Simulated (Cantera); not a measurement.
Standard-state values (1 bar) from the NASA 1993 polynomials, evaluated with Cantera. Values are per mole of reaction as written; species without (g) are pure solids or liquids, kept so even where they would boil at 1 bar.

a) C + O₂(g) ⇌ CO₂(g)
b) 2 C + O₂(g) ⇌ 2 CO(g)
c) 0.6667 Cr + O₂(g) ⇌ 0.6667 CrO₃(g)
d) Zr + O₂(g) ⇌ ZrO₂(g)
e) Nb + O₂(g) ⇌ NbO₂(g)
f) 2 Si + O₂(g) ⇌ 2 SiO(g)
g) 1.333 B + O₂(g) ⇌ 0.6667 B₂O₃(g)

### Question
Order these by ΔG° at 1075 K, most negative first.

### Answer
g (-531 kJ), b (-414 kJ), a (-396 kJ), f (-387 kJ), d (-314 kJ), e (-229 kJ), c (-146 kJ)
